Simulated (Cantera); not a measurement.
Input (Python, Cantera) and output of one run.

```python
import numpy as np
import cantera as ct

gas_names = """
    N NO NO2 NO3 N2 N2O O O2 O3 Si SiN SiO SiO2 Si2 Si2N Si3
""".split()
cond_names = """
    Si(cr) Si(L) SiO2(Lqz) SiO2(hqz) SiO2(L) Si2N2O(s) Si3N4(a)
""".split()


def load(file, names, dense=False):
    # The tables refer to 1 bar. Condensed volumes are neglected.
    table = {s.name: s for s in ct.Species.list_from_file(file)}
    out = []
    for n in names:
        d = dict(table[n].input_data)
        d["thermo"] = dict(d["thermo"], **{"reference-pressure": 1e5})
        if dense:
            d["equation-of-state"] = {"model": "constant-volume", "density": "1e6 g/cm^3"}
        out.append(ct.Species.from_dict(d))
    return out


gas = ct.Solution(thermo="ideal-gas", species=load("nasa_gas.yaml", gas_names))
cond = {s.name: ct.Solution(thermo="fixed-stoichiometry", species=[s], name=s.name)
        for s in load("nasa_condensed.yaml", cond_names, dense=True)}
atoms = {
    'Si3N4': {'Si': 3, 'N': 4},
    'O2': {'O': 2},
    'N2': {'N': 2},
    'N2O': {'N': 2, 'O': 1},
}
top_T = {'Si2N2O(s)': 2100, 'Si3N4(a)': 2400}  # K; cautious upper limits of use, not melting points


def equilibrate(T, P, feed):
    n = {}
    for name, mol in feed.items():
        for a, k in atoms[name].items():
            n[a] = n.get(a, 0.0) + k * mol
    gas.TPX = T, P, n
    mass = sum(n.values()) * gas.mean_molecular_weight
    gas.equilibrate("TP")
    valid = [c for c in cond.values() if c.min_temp <= T <= top_T.get(c.name, c.max_temp)]
    mix = ct.Mixture([(gas, mass / gas.mean_molecular_weight)] + [(c, 0.0) for c in valid])
    mix.T, mix.P = T, P
    mix.equilibrate("TP", solver="vcs", rtol=1e-11, max_steps=5000)
    return mix


results = []
feed = {'Si3N4': 1, 'O2': 0.024, 'N2': 10, 'N2O': 0.039}  # mol
P = 13332.2  # Pa
for T in [1448, 1523, 1598, 1673, 1748, 1823, 1898, 1973, 2048, 2123, 2198]:
    mix = equilibrate(T, P, feed)
    results.append((T, P, feed, dict(zip(mix.species_names, mix.species_moles))))

top = {s: max(r[3][s] / sum(r[3][g] for g in gas_names) for r in results) for s in gas_names}
cols = sorted((s for s in top if top[s] > 0.0001), key=lambda s: -top[s])[:6]
seen = [c for c in cond_names if any(r[3].get(c, 0) > 1e-12 for r in results)]
print("log10 of partial pressures in bar; condensed amounts in mol")
print(f"{'T/K':>10s}" + "".join(f"{s[:9]:>10s}" for s in cols + seen))
for T, P, feed, n in results:
    ng = sum(n[g] for g in gas_names)
    print(f"{T:10.4g}" + "".join(f"{np.log10(max(n[s] / ng * P / 1e5, 1e-99)):10.3f}" for s in cols)
          + "".join(f"{n.get(c, 0):10.4g}" for c in seen))
```

It prints:

```
log10 of partial pressures in bar; condensed amounts in mol
       T/K        N2       SiO        Si      Si2N       SiN     Si(L) Si2N2O(s)  Si3N4(a)
      1448    -0.875    -7.935   -11.141   -13.828   -11.370         0     0.087     0.942
      1523    -0.875    -6.909    -9.914   -12.267   -10.285         0   0.08699     0.942
      1598    -0.875    -5.981    -8.805   -10.856    -9.304         0   0.08692     0.942
      1673    -0.875    -5.139    -7.797    -9.576    -8.413         0   0.08645    0.9422
      1748    -0.875    -4.371    -6.877    -8.408    -7.600         0   0.08379    0.9431
      1823    -0.876    -3.668    -6.034    -7.338    -6.854         0   0.07075    0.9474
      1898    -0.878    -3.022    -5.257    -6.354    -6.169         0   0.01452     0.966
      1973    -0.879    -2.944    -4.542    -5.449    -5.537         0         0      0.97
      2048    -0.879    -3.020    -4.122    -5.095    -5.194     2.904         0         0
      2123    -0.879    -3.020    -3.770    -4.843    -4.913     2.893         0         0
      2198    -0.880    -3.021    -3.442    -4.608    -4.652     2.872         0         0
```

Equilibrium computed with Cantera from the NASA thermochemical tables; the gas is ideal and each condensed phase is pure. Mutual solubility and eutectic melting of coexisting phases are not modelled. The tables' values for SiN are old estimates; treat these amounts as uncertain.
